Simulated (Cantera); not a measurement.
A closed system holds: 1 mol BN, 5.7 mol H2, at 2525 °C and 1.00 bar.

These are equilibrium values from Cantera (NASA tables, ideal gas, pure condensed phases), not measurements of a reactor. Candidate condensed phases: B, BN; 15 gas species. The tables' values for BH2 are old estimates; treat these amounts as uncertain. Gases not in the tables: B2H6 and higher boranes. Equilibrium is a limit: real reactors are often held back by kinetics, nucleation or transport.

**Question.** What is the equilibrium state?

**Answer.** 
```json
{
 "x(H2)": "0.840",
 "x(N2)": "0.0775",
 "x(H)": "0.0745",
 "x(BH2)": "0.00662",
 "x(B)": "0.00111",
 "x(BH)": "0.000284",
 "x(BH3)": "7.67e-5",
 "x(BN)": "7.55e-5",
 "x(NH3)": "1.69e-6",
 "n(B(l))": "0.947 mol",
 "gas_amount": "6.448 mol"
}
```
